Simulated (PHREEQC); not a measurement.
**Acid mine or pickling water**

A made-up water analysis in mg/L, 25 °C, pH 1.96, pe 8.1:

```tsv
constituent	mg/L
Na	133
K	5.09
Ca	253
Mg	45.2
Cl	259
S(6) as SO4	1800
Fe(3)	0.551
```

Valence states are taken as typed.

Equilibrium calculation in PHREEQC: ion-association model, phreeqc.dat.

```
Item                           Value
--------------------  --------------
ionic strength        0.0475 mol/kgw
specific conductance      6650 µS/cm
total alkalinity        -19.1 meq/kg
charge-balance error          -5.5 %
```

| species | molality | activity | log γ |
|---|---|---|---|
| H+ | 0.0128 | 0.0110 | -0.068 |
| SO4-2 | 0.0100 | 0.00469 | -0.329 |
| Cl- | 0.00732 | 0.00599 | -0.087 |
| HSO4- | 0.00607 | 0.00500 | -0.084 |
| Na+ | 0.00567 | 0.00469 | -0.082 |
| Ca+2 | 0.00442 | 0.00212 | -0.319 |
| CaSO4 | 0.00175 | 0.00177 | 0.005 |
| Mg+2 | 0.00121 | 0.000596 | -0.309 |
| MgSO4 | 0.000648 | 0.000656 | 0.005 |

This is a speciation only: nothing precipitates in the calculation. Examples of supersaturated solids here: Hematite (slow to form). Others may be too. Complexes and solids missing from the database can't appear.
